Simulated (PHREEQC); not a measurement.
A solution holds 0.51 mol HF, 0.0065 mol (CH3)4NF, 0.0045 mol H2SiF6 and 0.48 mol H2SO4 per kg of water, at 25 °C. Closed to the air; pH follows from the charge balance.

The numbers come from PHREEQC with the ion-association model, phreeqc.dat.

| Quantity | Result |
|---|---|
| pH | 0.40 |
| ionic strength | 0.584 mol/kgw |
| activity of water | 0.974 |
| specific conductance | 147000 µS/cm |
| density | 1.029 g/cm³ |
| total alkalinity | -1500 meq/kg |

```csv
species,molality,activity,log γ
H+,0.530,0.402,-0.120
HF,0.509,0.582,0.058
HSO4-,0.437,0.323,-0.132
SO4-2,0.0428,0.00826,-0.715
(CH3)4N+,0.00650,0.00415,-0.194
SiF6-2,0.00450,0.000916,-0.691
HF2-,0.00292,0.00216,-0.132
F-,0.00156,0.000965,-0.207
```

This is a speciation only: nothing precipitates in the calculation. (CH3)4N+ isn't in the database: it is added as a free cation with an ion size of 4 Å. SiF6-2 is the database's only silicon fluoride.
